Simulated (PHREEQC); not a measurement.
A column of 0.2 m (40 cells, dispersivity 0.007 m, 300 s a shift, diffusion coefficient 3e-10 m²/s) holds 0.21 eq of the database's cation exchanger X per kg of pore water, first in equilibrium with 2.3 mmol/kgw MgSO4 and 0.01 mmol/kgw HCl. It is flushed with 0.039 mol CaCl2, 0.001 mol LiCl, 0.0067 mol MgCl2 and 1e-05 mol HCl per kg of water, at 15 °C. Values are for the last cell. No CO2 enters from the air. No solid was allowed to form.

Model: ion-association model, phreeqc.dat, run in PHREEQC.

### Question
Predict Ca in solution (mol/kgw) at pore volumes = 2.938, 4.963, 6.312.

### Answer
```tsv
pore volumes	Ca in solution (mol/kgw)
2.938	0.00890
4.963	0.0380
6.312	0.0389
```

Complexes and solids missing from the database can't appear.
